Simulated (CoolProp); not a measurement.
Cyclopropane along the isobar 7.18 MPa: fugacity coefficient from the reference equation and from simpler models built on Tc = 125.5 °C, pc = 5.605 MPa, ω = 0.131; each cubic takes its own stable root.

The numbers come from the reference Helmholtz-energy equation of state, Polt 1992 in CoolProp. This equation is an older, rougher fit; its heat capacities, sound speeds and derivatives of the liquid may be far off and weren't checked against measurements.

| T (°C) | phase | reference | Redlich-Kwong | Peng-Robinson |
|---|---|---|---|---|
| 97.05 | liquid | 0.3929 | 0.4168 | (withheld) |
| 102.15 | liquid | 0.4194 | 0.4416 | 0.4141 |
| 107.35 | liquid | 0.4468 | 0.4670 | (withheld) |
| 112.45 | liquid | 0.4739 | 0.4918 | 0.4663 |
| 117.55 | liquid | 0.5011 | 0.5164 | 0.4921 |
| 122.75 | liquid | 0.5287 | 0.5412 | (withheld) |
| 127.85 | supercritical | 0.5554 | 0.5648 | (withheld) |
| 133.05 | supercritical | 0.5818 | 0.5879 | 0.5673 |
| 138.15 | supercritical | 0.6062 | 0.6092 | 0.5895 |
| 143.35 | supercritical | 0.6281 | 0.6290 | 0.6096 |
| 148.45 | supercritical | 0.6463 | (withheld) | 0.6266 |
| 153.65 | supercritical | 0.6623 | 0.6611 | 0.6422 |
| 158.75 | supercritical | 0.6763 | 0.6746 | 0.6561 |
| 163.85 | supercritical | 0.6891 | 0.6871 | (withheld) |
| 169.05 | supercritical | 0.7011 | 0.6989 | 0.6815 |
| 174.15 | supercritical | 0.7120 | 0.7098 | 0.6930 |

Question: Fill in the missing entries.

Answer: 
- 97.05, Peng-Robinson: 0.3885
- 107.35, Peng-Robinson: 0.4404
- 122.75, Peng-Robinson: 0.5182
- 127.85, Peng-Robinson: 0.5430
- 148.45, Redlich-Kwong: 0.6459
- 163.85, Peng-Robinson: 0.6691
